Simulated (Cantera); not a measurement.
Feed: 1 mol SiO2, 1.6 mol HBr, 18 mol O2, held at 502 °C and 13.3 mbar.

Cantera equilibrium calculation (NASA polynomials, part measured and part estimated; ideal gas, pure solids and liquids). Candidate condensed phases: Br2, H2O, Si, SiO2; 28 gas species. The numbers say what is thermodynamically allowed, not how fast it happens.

Base state: O2 0.917, H2O 0.0416, Br2 0.0414, Br 0.000333, HBr 0.000152 (mole fractions); condensed: SiO2(α-quartz).

Task: What changes in the equilibrium state with this change: temperature from 502 °C to 1027 °C?

Result: 
| species | before | after |
|---|---|---|
| O2 | 0.917 | 0.888 |
| Br | 0.000333 | 0.0625 |
| H2O | 0.0416 | 0.0379 |
| Br2 | 0.0414 | 0.00672 |
| OH | 1.09e-9 | 2.73e-5 |
| HBr | 0.000152 | 0.00472 |
| SiO2(α-quartz), mol | 1.00 | 0 |
| SiO2(β-quartz), mol | 0 | 1.00 |
The tables hold silica as quartz up to 1696 K and as liquid above; real silica turns to tridymite and cristobalite and melts near 1996 K.

Task: What changes in the equilibrium state with this change: pressure from 13.3 mbar to 3.50 Pa?

Result: 
```csv
species,before,after
O2,0.917,0.914
H2O,0.0416,0.0412
Br2,0.0414,0.0381
Br,0.000333,0.00623
HBr,0.000152,0.000643
"SiO2(α-quartz), mol",1.00,1.00
```
